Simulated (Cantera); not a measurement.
Feed: 1 mol Ca(OH)2, 0.078 mol CO2, held at 0.100 bar.

Equilibrium computed with Cantera from the NASA thermochemical tables; the gas is ideal and each condensed phase is pure. Candidate condensed phases: C, C6H6, C7H8, C8H18, Ca, CaCO3, CaO, Ca(OH)2, H2O; 115 gas species. The numbers say what is thermodynamically allowed, not how fast it happens.

x: gas mole fraction; n: condensed amount in mol.

| T (K) | x H2O | x CO2 | x H2 | x O2 | x OH | n CaO(s) |
|---|---|---|---|---|---|---|
| 1225 | 0.928 | 0.0724 | 1.93e-5 | 1.03e-5 | 1.89e-6 | 1.00 |
| 1325 | 0.928 | 0.0723 | 6.59e-5 | 3.56e-5 | 8.62e-6 | 1.00 |
| 1425 | 0.927 | 0.0723 | [?] | [?] | [?] | 1.00 |
| 1525 | 0.927 | 0.0722 | 0.000475 | 0.000263 | 9.87e-5 | 1.000 |
| 1625 | 0.926 | 0.0720 | 0.00106 | 0.000595 | 0.000267 | 1.000 |
| 1725 | 0.924 | 0.0717 | 0.00217 | 0.00122 | 0.000642 | 1.000 |
| 1825 | 0.920 | 0.0709 | 0.00409 | 0.00232 | 0.00140 | 1.000 |
| 1925 | 0.914 | 0.0696 | 0.00721 | 0.00411 | 0.00281 | 1.000 |
| 2025 | 0.903 | 0.0674 | [?] | [?] | [?] | 1.000 |
| 2125 | 0.888 | 0.0642 | 0.0190 | 0.0108 | 0.00918 | 1.000 |

Q: What belongs in the gaps?

A: 
- 1425, x H2: 0.000190
- 1425, x O2: 0.000104
- 1425, x OH: 3.18e-5
- 2025, x H2: 0.0120
- 2025, x O2: 0.00685
- 2025, x OH: 0.00525
